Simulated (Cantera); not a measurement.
A closed system holds: 1 mol MgO, 0.58 mol O₂, 0.064 mol H₂O, 4.8 mol H₂S, held at 1300 °C and 1.00 bar.

These are equilibrium values from Cantera (NASA tables, ideal gas, pure condensed phases), not measurements of a reactor. The numbers say what is thermodynamically allowed, not how fast it happens.

| species | before | after |
|---|---|---|
| H₂S | 0.319 | 0.715 |
| H₂O | 0.193 | 0.239 |
| S₈ | <1e-9 | 0.0229 |
| H₂ | 0.262 | 0.000610 |
| S₂ | 0.220 | 0.0216 |
| SO | 0.000279 | 2.20e-9 |
| SH | 0.00512 | 9.83e-8 |
| S | 4.28e-5 | <1e-9 |
| H | 2.08e-5 | <1e-9 |
| S₂O | 0.000478 | 8.81e-5 |
| SO₂ | 0.000912 | 0.000502 |
| MgO(s), mol | 1.000 | 1.00 |
Gas species are given as mole fractions.

Name the change that produced these shifts.
A. pressure from 1.00 bar to 0.0290 bar
B. temperature from 1300 °C to 700 °C
C. temperature from 1300 °C to 452 °C
D. H₂O from 0.064 to 0.29 mol

C, temperature from 1300 °C to 452 °C. Gases not in the tables: S₃ to S₇
